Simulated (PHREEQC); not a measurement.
Make-up at 33 °C: 2.5 mol LiBr, 0.11 mol Na2SO4 and 2.7 mol LiCl per kg of water. Closed to the air; pH follows from the charge balance.

All values are PHREEQC results (Pitzer model, pitzer.dat), not measurements.

```
quantity                          before    after
-------------------------------  -------  -------
HSO4- (mol/kgw)                  3.63e-7  2.78e-7
SI of Thenardite (Na2SO4)          -3.12    -3.38
SI of Mirabilite (Na2SO4:10H2O)    -3.99    -3.33
```

Task: Name the change that produced these shifts.
A) diluted 2-fold with water
B) diluted 5-fold with water
C) diluted 10-fold with water
D) LiCl left out
E) Na2SO4 from 0.11 to 0.121 mol/kgw

Result: D, LiCl left out

This is a speciation only: nothing precipitates in the calculation.
